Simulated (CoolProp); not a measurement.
Values from CoolProp's reference Helmholtz-energy equation of state, Platzer 1990. This equation is an older, rougher fit.

Q: For R13, give the phase and the cv (kJ/(kg K)), speed of sound (m/s), viscosity (µPa s), conductivity (mW/(m K)) at 418.7 K and 1.01 bar.

A: 
- 418.7 K and 1.01 bar: gas; cv 0.680, speed of sound 193, viscosity 19.4, conductivity 20.5

Viscosity comes from a separate model (Huber 2003), an estimate that may be off by 10 % or more. Thermal conductivity comes from a separate model (Huber 2003), an estimate that may be off by 10 % or more.
